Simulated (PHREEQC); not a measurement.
Solution (17 °C): 0.083 mol/kgw HCl, 0.37 mol/kgw MnSO4 and 0.017 mol/kgw MgSO4. Closed to the air; pH follows from the charge balance.

The numbers come from PHREEQC with the ion-association model, phreeqc.dat.

No solid was allowed to form.

Order these Cl species by the share of Cl that they hold, largest first: MnCl+, MnCl2, Cl-.

Cl- (85 %), MnCl+ (15 %), MnCl2 (0.30 %)

The pH is 1.72 and the ionic strength 0.830 mol/kgw. The ionic strength is past about 0.7 mol/kgw, beyond the range of this activity model, so the values are rough. Complexes and solids missing from the database can't appear.
